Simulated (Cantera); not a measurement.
**Thermodynamics of roasting and sulfation, feed MgCO₃ + SO₃ + H₂O**

A closed system holds: 1 mol MgCO₃, 0.28 mol SO₃, 0.52 mol H₂O, equilibrated at 100000 Pa.

These are equilibrium values from Cantera (NASA tables, ideal gas, pure condensed phases), not measurements of a reactor. Candidate condensed phases: C, C₆H₆, C₇H₈, C₈H₁₈, H₂O, H₂SO₄, Mg, MgCO₃, MgO, Mg(OH)₂, MgS, MgSO₄, S; 130 gas species. Mutual solubility and eutectic melting of coexisting phases are not modelled. Equilibrium is a limit: real reactors are often held back by kinetics, nucleation or transport.

At 623 K the condensed part is MgCO₃(s) + MgSO₄(s). From 723 K to 1223 K the condensed part is MgO(s) + MgSO₄(s). From 1323 K to 1923 K the condensed part is MgO(s).

| T (K) | x CO₂ | x H₂O | x SO₂ | x O₂ | x SO₃ | x OH | n MgCO₃(s) | n MgSO₄(s) | n MgO(s) |
|---|---|---|---|---|---|---|---|---|---|
| 623 | 0.350 | 0.650 | 4.59e-12 | 1.24e-12 | <1e-12 | <1e-12 | 0.720 | 0.280 | 0 |
| 723 | 0.658 | 0.342 | 2.20e-9 | 1.11e-9 | 1.22e-11 | 1.03e-12 | 0 | 0.280 | 0.720 |
| 823 | 0.658 | 0.342 | 3.73e-7 | 1.87e-7 | 3.68e-9 | 9.80e-11 | 0 | 0.280 | 0.720 |
| 923 | 0.658 | 0.342 | 2.03e-5 | 1.02e-5 | 3.12e-7 | 3.47e-9 | 0 | 0.280 | 0.720 |
| 1023 | 0.657 | 0.342 | 0.000495 | 0.000247 | 1.08e-5 | 6.11e-8 | 0 | 0.279 | 0.721 |
| 1123 | 0.651 | 0.339 | 0.00668 | 0.00334 | 0.000193 | 6.40e-7 | 0 | 0.269 | 0.731 |
| 1223 | 0.599 | 0.312 | 0.0578 | 0.0289 | 0.00211 | 4.37e-6 | 0 | 0.180 | 0.820 |
| 1323 | 0.516 | 0.269 | 0.141 | 0.0704 | 0.00390 | 1.70e-5 | 0 | 0 | 1.00 |
| 1423 | 0.516 | 0.268 | 0.142 | 0.0712 | 0.00215 | 4.82e-5 | 0 | 0 | 1.00 |
| 1523 | 0.516 | 0.268 | 0.143 | 0.0715 | 0.00127 | 0.000119 | 0 | 0 | 1.00 |
| 1623 | 0.516 | 0.268 | 0.144 | 0.0717 | 0.000806 | 0.000263 | 0 | 0 | 1.00 |
| 1723 | 0.515 | 0.268 | 0.144 | 0.0719 | 0.000537 | 0.000531 | 0 | 0 | 1.000 |
| 1823 | 0.515 | 0.267 | 0.144 | 0.0720 | 0.000375 | 0.000990 | 0 | 0 | 1.000 |
| 1923 | 0.514 | 0.267 | 0.144 | 0.0722 | 0.000272 | 0.00173 | 0 | 0 | 1.000 |
x: gas mole fraction; n: condensed amount in mol.
